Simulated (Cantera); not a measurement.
Feed: 1 mol HBr, 9.1 mol H2, 0.12 mol O2, equilibrated at 110 bar.

Cantera equilibrium calculation (NASA polynomials, part measured and part estimated; ideal gas, pure solids and liquids). Candidate condensed phases: Br2, H2O; 12 gas species. The ideal-gas law is rough above about 30 bar. Rates play no part. All values below are at 1375 K.

Base state: H2 0.877, HBr 0.0990, H2O 0.0238 (mole fractions); condensed: gas only.

Task: What changes in the equilibrium state with this change: HBr replaced by NF3?

Result: 
```
species  before     after
-------  ------  --------
H2        0.877     0.662
HF            0     0.270
N2            0    0.0445
HBr      0.0990         0
H2O      0.0238    0.0216
NH3           0   0.00117
H2F2          0  0.000125
```
